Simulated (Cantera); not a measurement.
**Thermodynamics of boron, boron nitride and boron oxide, feed BF₃ + O₂**

Charge: 1 mol BF₃, 5.7 mol O₂, equilibrated at 82.0 mbar.

Equilibrium computed with Cantera from the NASA thermochemical tables; the gas is ideal and each condensed phase is pure. Candidate condensed phases: B, B₂O₃; 21 gas species. The tables' values for BF₂ are old estimates; treat these amounts as uncertain. Equilibrium is a limit: real reactors are often held back by kinetics, nucleation or transport.

From 1375 K to 2175 K nothing is condensed. The main B-bearing gas is BF₃ throughout.

```
T (K)   x O₂  x BF₃       x F     x BOF
-----  -----  -----  --------  --------
1375   0.851  0.149   1.04e-5   4.40e-6
1475   0.851  0.149   4.09e-5   1.84e-5
1575   0.851  0.149  0.000136   6.35e-5
1675   0.850  0.149  0.000392  0.000187
1775   0.850  0.149   0.00101  0.000487
1875   0.848  0.148   0.00234   0.00114
1975   0.845  0.146   0.00498   0.00245
2075   0.839  0.143   0.00983   0.00484
2175   0.828  0.138    0.0181   0.00893
```
x: gas mole fraction; nothing condenses.
